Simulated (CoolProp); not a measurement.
Model: reference Helmholtz-energy equation of state, Lemmon 2006, in CoolProp. It is a short technical equation, of lower accuracy than the large ones.

**Question.** For toluene, give the phase and the speed of sound (m/s), fugacity coefficient at 620 K and 2.58 MPa; 620 K and 3.87 MPa; 620 K and 7.74 MPa.

**Answer.** 
- 620 K and 2.58 MPa: gas; speed of sound 191, fugacity coefficient 0.811
- 620 K and 3.87 MPa: gas; speed of sound 159, fugacity coefficient 0.722
- 620 K and 7.74 MPa: supercritical; speed of sound 230, fugacity coefficient 0.479
